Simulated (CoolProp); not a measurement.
Vapour-liquid equilibrium of R152A (1) + R113 (2) at 310 K; x and y are mole fractions of (1).

Computed with CoolProp (multi-fluid Helmholtz-energy mixture model, Outcalt 1996 and Marx 1992; pair parameters Bell 2016).

```json
[
 {"x": "0.05", "bubble pressure (MPa)": "0.1410", "y at the bubble point": "0.512", "dew pressure at overall composition x (MPa)": "0.07361", "liquid density (mol/L)": "8.349"},
 {"x": "0.125", "bubble pressure (MPa)": "0.2372", "y at the bubble point": "0.720", "dew pressure at overall composition x (MPa)": "0.07983", "liquid density (mol/L)": "8.598"},
 {"x": "0.2", "bubble pressure (MPa)": "0.3207", "y at the bubble point": "0.801", "dew pressure at overall composition x (MPa)": "0.08718", "liquid density (mol/L)": "8.859"},
 {"x": "0.275", "bubble pressure (MPa)": "0.3919", "y at the bubble point": "0.844", "dew pressure at overall composition x (MPa)": "0.09601", "liquid density (mol/L)": "9.133"},
 {"x": "0.35", "bubble pressure (MPa)": "0.4525", "y at the bubble point": "0.871", "dew pressure at overall composition x (MPa)": "0.1068", "liquid density (mol/L)": "9.424"},
 {"x": "0.425", "bubble pressure (MPa)": "0.5042", "y at the bubble point": "0.891", "dew pressure at overall composition x (MPa)": "0.1203", "liquid density (mol/L)": "9.731"},
 {"x": "0.5", "bubble pressure (MPa)": "0.5494", "y at the bubble point": "0.905", "dew pressure at overall composition x (MPa)": "0.1377", "liquid density (mol/L)": "10.06"},
 {"x": "0.575", "bubble pressure (MPa)": "0.5903", "y at the bubble point": "0.918", "dew pressure at overall composition x (MPa)": "0.1608", "liquid density (mol/L)": "10.41"},
 {"x": "0.65", "bubble pressure (MPa)": "0.6291", "y at the bubble point": "0.930", "dew pressure at overall composition x (MPa)": "0.1930", "liquid density (mol/L)": "10.79"},
 {"x": "0.725", "bubble pressure (MPa)": "0.6678", "y at the bubble point": "0.942", "dew pressure at overall composition x (MPa)": "0.2410", "liquid density (mol/L)": "11.20"},
 {"x": "0.8", "bubble pressure (MPa)": "0.7081", "y at the bubble point": "0.954", "dew pressure at overall composition x (MPa)": "0.3192", "liquid density (mol/L)": "11.66"},
 {"x": "0.875", "bubble pressure (MPa)": "0.7517", "y at the bubble point": "0.969", "dew pressure at overall composition x (MPa)": "0.4617", "liquid density (mol/L)": "12.16"},
 {"x": "0.95", "bubble pressure (MPa)": "0.7999", "y at the bubble point": "0.986", "dew pressure at overall composition x (MPa)": "0.6948", "liquid density (mol/L)": "12.73"}
]
```

No azeotrope shows between x = 0.05 and 0.95.

Pair parameters are fitted to limited data, so mixtures are less certain than the pure fluids.
